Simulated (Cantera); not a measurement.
A freely propagating, adiabatic, planar premixed flame of 9.29 % CH4, 10.2 % H2, 16.9 % O2, 63.6 % N2, unburnt at 475 K and 2.50 bar; mixture-averaged transport, grid criteria slope 0.08 and curve 0.16, no radiation.

Computed with Cantera and GRI-Mech 3.0 (53 species, 325 reactions). Burning velocities carry a grid error of a few per cent, more on coarse grids.

x: mole fraction of selected species; z is measured from the peak of heat release.

```
z (mm)   T (K)  u (m/s)     x CH4    x H2     x O2   x CH2CO    x CH2O      x OH
-------  -----  -------  --------  ------  -------  --------  --------  --------
-0.634     476    0.589    0.0929   0.101    0.169     <1e-8   6.54e-8     <1e-8
-0.423     481    0.594    0.0930  0.0992    0.169   2.31e-8   1.29e-6     <1e-8
-0.317     501    0.617    0.0925  0.0965    0.169   2.32e-7   1.03e-5     <1e-8
-0.211     612    0.753    0.0878  0.0910    0.164   3.95e-6  0.000122   1.07e-7
-0.106    1090     1.35    0.0621  0.0830    0.126   6.70e-5  0.000917   1.62e-5
-0.0529   1501     1.88    0.0360  0.0790   0.0832  0.000187  0.000961  0.000133
0         1864     2.35    0.0119  0.0747   0.0376  0.000181  0.000431  0.000726
0.0529    2044     2.59       [?]  0.0708      [?]       [?]       [?]       [?]
0.106     2104     2.66  0.000519  0.0696  0.00347   1.09e-5   3.58e-5   0.00197
0.211     2134     2.70       [?]  0.0704      [?]       [?]       [?]   0.00190
0.423     2151     2.71   1.85e-6  0.0716  8.34e-5   9.71e-8   1.28e-7   0.00153
0.846     2165     2.73   7.36e-8  0.0722  3.96e-5     <1e-8     <1e-8   0.00110
1.69      2177     2.74     <1e-8  0.0725  1.61e-5     <1e-8     <1e-8  0.000711
```

Complete the blanks.


- 0.0529, x CH4: 0.00244
- 0.0529, x O2: 0.0120
- 0.0529, x CH2CO: 4.80e-5
- 0.0529, x CH2O: 0.000131
- 0.0529, x OH: 0.00161
- 0.211, x CH4: 4.37e-5
- 0.211, x O2: 0.000405
- 0.211, x CH2CO: 1.41e-6
- 0.211, x CH2O: 3.32e-6
